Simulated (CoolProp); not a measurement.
Vapour-liquid equilibrium of benzene (1) + n-dodecane (2) at 0.488 MPa; x and y are mole fractions of (1).

The numbers come from the multi-fluid Helmholtz-energy mixture model, Thol 2012 and Lemmon 2004; pair parameters Bell 2016 in CoolProp.

```csv
x,bubble temperature (°C),y at the bubble point,dew temperature at overall composition x (°C),liquid density (mol/L)
0.05,281.8,0.207,292.1,3.178
0.125,260.3,0.484,287.3,3.489
0.2,239.0,0.684,282.3,3.818
0.275,220.1,0.808,277.0,4.158
0.35,204.2,0.880,271.4,4.507
0.425,191.3,0.923,265.4,4.873
0.5,180.9,0.949,258.8,5.263
0.575,172.2,0.966,251.5,5.687
0.65,165.0,0.977,243.2,6.157
0.725,158.9,0.985,233.5,6.686
0.8,153.4,0.991,221.5,7.292
0.875,148.6,0.995,205.6,7.998
0.95,144.2,0.998,180.5,8.831
```

No azeotrope shows between x = 0.05 and 0.95.

The pair parameters rest on a limited set of measurements; away from them the model extrapolates.
